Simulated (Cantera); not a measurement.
Mixture: CH4 : O2 : N2 = 1 : 1.18 : 4.42 (molar parts), equivalence ratio 1.7, at 1.60 bar, adiabatic and at constant pressure. Ignition delay is the time to a rise of 400 K.

Detailed kinetics in Cantera: GRI-Mech 3.0 (53 species, 325 reactions).

### Question
Predict: delay at 1200 K; delay at 1400 K; delay at 1600 K; delay at 1800 K; delay at 2000 K; apparent activation energy between 1900 and 2100 K.

### Answer
```json
{
  "delay at 1200 K": "40.4 ms",
  "delay at 1400 K": "3.15 ms",
  "delay at 1600 K": "0.384 ms",
  "delay at 1800 K": "79.1 µs",
  "delay at 2000 K": "25.1 µs",
  "apparent activation energy between 1900 and 2100 K": "160 kJ/mol"
}
```
